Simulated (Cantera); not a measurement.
Standard-state values (1 bar) from the NASA 1993 polynomials, evaluated with Cantera. Values are per mole of reaction as written; species without (g) are pure solids or liquids, kept so even where they would boil at 1 bar. TiC: taken at fixed stoichiometry.

2 Ti₃O₅ → O(g) + 3 Ti₂O₃

| T (K) | ΔH° (kJ) | ΔS° (J/K) | ΔG° (kJ) | log10 K | condensed phases |
|---|---|---|---|---|---|
| 1625 | 622.1 | 135.6 | 401.8 | -12.92 | Ti₃O₅(s), Ti₂O₃(s) |
| 1725 | 621.1 | 135.0 | 388.3 | -11.76 | Ti₃O₅(s), Ti₂O₃(s) |
| 1825 | ___ | ___ | ___ | ___ | Ti₃O₅(s), Ti₂O₃(s) |
| 1925 | 616.6 | 132.5 | 361.5 | -9.81 | Ti₃O₅(s), Ti₂O₃(s) |
| 2025 | ___ | ___ | ___ | ___ | Ti₃O₅(s), Ti₂O₃(s) |
| 2125 | 578.8 | 109.3 | 346.5 | -8.52 | Ti₃O₅(l), Ti₂O₃(l) |
| 2225 | ___ | ___ | ___ | ___ | Ti₃O₅(l), Ti₂O₃(l) |

Q: What belongs in the gaps?

A: 
- 1825, ΔH° (kJ): 619.3
- 1825, ΔS° (J/K): 133.9
- 1825, ΔG° (kJ): 374.9
- 1825, log10 K: -10.73
- 2025, ΔH° (kJ): 613.0
- 2025, ΔS° (J/K): 130.7
- 2025, ΔG° (kJ): 348.4
- 2025, log10 K: -8.99
- 2225, ΔH° (kJ): 574.4
- 2225, ΔS° (J/K): 107.3
- 2225, ΔG° (kJ): 335.6
- 2225, log10 K: -7.88
